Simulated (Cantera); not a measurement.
## Adiabatic ignition

An adiabatic, constant-pressure homogeneous reactor starts with 8.32 % CH₄, 4.33 % CO, 17.1 % O₂, 64.3 % N₂, 5.99 % H₂O, at 1175 K and 0.987 atm.

Computed with Cantera and GRI-Mech 3.0 (53 species, 325 reactions).

```
t (s)     T (K)   x CH₄    x CO     x O₂     x HCN    x C₂H₂
--------  -----  ------  ------  -------  --------  --------
3.00e-6    1175  0.0832  0.0433    0.171    <1e-12    <1e-12
1.15e-5    1175  0.0832  0.0433    0.171    <1e-12    <1e-12
4.38e-5    1175  0.0832  0.0433    0.171    <1e-12    <1e-12
0.000168   1175  0.0832  0.0433    0.171    <1e-12    <1e-12
0.000641   1175  0.0832  0.0433    0.171    <1e-12    <1e-12
0.00245    1175  0.0832  0.0433    0.171    <1e-12    <1e-12
0.00936    1175  0.0831  0.0433    0.171    <1e-12  3.19e-11
0.0358     1178  0.0827  0.0432    0.170    <1e-12   2.52e-9
0.137      2571  <1e-12  0.0449  0.00893  8.67e-10    <1e-12
0.523      2571  <1e-12  0.0449  0.00893  8.69e-10    <1e-12
2.00       2571  <1e-12  0.0449  0.00893  8.69e-10    <1e-12
```
x: mole fraction; the columns are a selection and need not sum to one.

```json
{
 "time_of_steepest_temperature_rise": "0.105 s",
 "temperature at 2.00 s": "2571 K",
 "equilibrium_temperature": "2571 K",
 "x(CH₄) at 2.00 s": "<1e-12 (gas-phase equilibrium <1e-12)",
 "x(CO) at 2.00 s": "0.0449 (gas-phase equilibrium 0.0449)",
 "x(O₂) at 2.00 s": "0.00893 (gas-phase equilibrium 0.00893)"
}
```
